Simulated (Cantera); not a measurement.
What does this Cantera script print?

```python
import numpy as np
import cantera as ct

gas_names = """
    C CN CO CO2 C2 CCN CNC C2N2 C2O C3 C3O2 C4 C4N2 C5 Fe FeC5O5 FeO N NCO NO NO2 NO3 N2 N2O O O2 O3
""".split()
cond_names = """
    C(gr) Fe(a) Fe(c) Fe(d) Fe(L) FeC5O5(L) FeO(s) FeO(L) Fe2O3(s) Fe3O4(s)
""".split()


# ... load() reads the species with a 1 bar reference pressure and builds the phases ...
atoms = {
    'Fe3O4': {'Fe': 3, 'O': 4},
    'CO': {'C': 1, 'O': 1},
    'N2': {'N': 2},
}
top_T = {'C(gr)': 4500, 'Fe2O3(s)': 1830, 'Fe3O4(s)': 1870}  # K; cautious upper limits of use, not melting points


# ... equilibrate(T, P, feed) seeds the gas with the atoms and calls Mixture.equilibrate('TP', solver="vcs", rtol=1e-11, max_steps=5000) ...
results = []
feed = {'Fe3O4': 1, 'CO': 9.8, 'N2': 5.8}  # mol
T = 1198  # K
P = 13332.2  # Pa
mix = equilibrate(T, P, feed)
results.append((T, P, feed, dict(zip(mix.species_names, mix.species_moles))))
x = sorted(zip(gas.X, gas.species_names), reverse=True)
print(f"T = {T:g} K  P = {P:g} Pa  gas = {mix.phase_moles(0):.4g} mol")
print("   x: " + "  ".join(f"{s} {v:.3e}" for v, s in x if v > 1e-05))
print("   condensed (mol): " + ("  ".join(f"{mix.phase(i).name} {mix.phase_moles(i):.4g}"
      for i in range(1, mix.n_phases) if mix.phase_moles(i) > 1e-12) or "none"))
```

Result:

```
T = 1198 K  P = 13332.2 Pa  gas = 15.6 mol
   x: CO 5.226e-01  N2 3.718e-01  CO2 1.056e-01
   condensed (mol): Fe(c) 0.648  FeO(s) 2.352
```

Equilibrium computed with Cantera from the NASA thermochemical tables; the gas is ideal and each condensed phase is pure. Mutual solubility and eutectic melting of coexisting phases are not modelled. The tables' stoichiometric FeO is somewhat more stable than real wüstite, so its field is too wide. FeO: taken at fixed stoichiometry.
